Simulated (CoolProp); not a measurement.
R1234ze(Z) along the isobar 0.606 MPa: density (kg/m³) from the reference equation and from simpler models built on Tc = 150.1 °C, pc = 3.531 MPa, ω = 0.327; each cubic takes its own stable root.

Computed with CoolProp (reference Helmholtz-energy equation of state, Akasaka 2019).

| T (°C) | phase | reference | van der Waals | Redlich-Kwong | Soave-Redlich-Kwong | Peng-Robinson |
|---|---|---|---|---|---|---|
| 58.25 | liquid | 1130 | 27.86 | 28.82 | 908.6 | 1031 |
| 67.25 | gas | 29.15 | 26.93 | 27.72 | 28.18 | 28.44 |
| 76.35 | gas | 27.80 | 26.05 | 26.71 | 27.07 | 27.31 |
| 85.35 | gas | 26.64 | 25.24 | 25.80 | 26.08 | 26.30 |
| 94.45 | gas | 25.60 | 24.48 | 24.95 | 25.16 | 25.37 |
| 103.45 | gas | 24.69 | 23.78 | 24.18 | 24.33 | 24.53 |
| 112.55 | gas | 23.85 | 23.11 | 23.45 | 23.56 | 23.75 |
| 121.55 | gas | 23.09 | 22.49 | 22.77 | 22.85 | 23.03 |
| 130.65 | gas | 22.39 | 21.90 | 22.14 | 22.19 | 22.35 |
| 139.65 | gas | 21.74 | 21.35 | 21.55 | 21.57 | 21.73 |
| 148.75 | gas | 21.14 | 20.82 | 20.99 | 20.99 | 21.14 |
| 157.75 | gas | 20.58 | 20.32 | 20.47 | 20.45 | 20.59 |
| 166.85 | gas | 20.05 | 19.85 | 19.97 | 19.94 | 20.07 |

At some of these states van der Waals, Redlich-Kwong gives the other phase, because its saturation line lies elsewhere.
